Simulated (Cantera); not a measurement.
Premixed flame

A freely propagating, adiabatic, planar premixed flame of 48.6 % H2, 13.5 % O2, 37.9 % N2, equivalence ratio 1.8, unburnt at 625 K and 100.0 Torr; mixture-averaged transport, grid criteria slope 0.08 and curve 0.16, no radiation.

Detailed kinetics in Cantera: the H2/O2 subset of GRI-Mech 3.0, which has no nitrogen chemistry. Burning velocities carry a grid error of a few per cent, more on coarse grids.

```
z (mm)  T (K)  u (m/s)   x H2     x O2     x H2O       x H      x OH   x H2O2
------  -----  -------  -----  -------  --------  --------  --------  -------
-17.2     625     8.74  0.486    0.135     <1e-8     <1e-8     <1e-8    <1e-8
-11.5     625     8.74  0.486    0.135     <1e-8     <1e-8     <1e-8    <1e-8
-8.62     625     8.74  0.486    0.135     <1e-8     <1e-8     <1e-8    <1e-8
-5.75     625     8.74  0.486    0.135   3.98e-8   6.43e-7     <1e-8    <1e-8
-2.87     634     8.85  0.484    0.135  0.000555  0.000660   2.48e-5  2.47e-7
-1.44     748     10.3  0.459    0.131    0.0112    0.0145  0.000268  3.04e-7
0        1136     15.3  0.286   0.0738     0.129     0.109   0.00307  3.94e-7
1.44     1397     18.7  0.167  0.00971     0.253     0.162   0.00584  3.27e-7
2.87     1497     19.8  0.164  0.00460     0.264     0.155   0.00707  2.87e-7
5.75     1616     21.2  0.174  0.00396     0.266     0.139   0.00868  2.22e-7
11.5     1757     22.9  0.185  0.00334     0.269     0.119    0.0103  1.37e-7
23.0     1911     24.5  0.197  0.00258     0.274    0.0979    0.0114  7.44e-8
46.0     2069     26.2  0.208  0.00179     0.280    0.0769    0.0117  3.90e-8
```
x: mole fraction of selected species; z is measured from the peak of heat release.

- laminar burning velocity: 874 cm/s
- thermal thickness: 5.75 mm
- peak x(H): 0.162
- peak x(OH): 0.0117
- peak x(H2O2): 4.24e-7
- grid points: 140
